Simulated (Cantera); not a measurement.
Charge: 1 mol CuO, 25 mol H2, 4.9 mol N2, equilibrated at 1698 K and 0.180 Torr.

Method: chemical equilibrium by Gibbs-energy minimisation in Cantera with the NASA 1993 tables (ideal gas, pure condensed phases). Candidate condensed phases: Cu, CuO, Cu(OH)2, Cu2O, H2O; 27 gas species. Equilibrium is a limit: real reactors are often held back by kinetics, nucleation or transport.

Base state: H2 0.769, N2 0.158, Cu 0.0322, H2O 0.0322, H 0.00819, OH 1.76e-5 (mole fractions); condensed: gas only.

Question: What changes in the equilibrium state with this change: temperature from 1698 K to 850 K?

Answer: 
```json
[
 {"species": "H2", "before": "0.769", "after": "0.803"},
 {"species": "N2", "before": "0.158", "after": "0.164"},
 {"species": "H2O", "before": "0.0322", "after": "0.0334"},
 {"species": "Cu", "before": "0.0322", "after": "<1e-9"},
 {"species": "H", "before": "0.00819", "after": "1.18e-9"},
 {"species": "OH", "before": "1.76e-5", "after": "<1e-9"},
 {"species": "Cu(s), mol", "before": "0", "after": "1.00"}
]
```
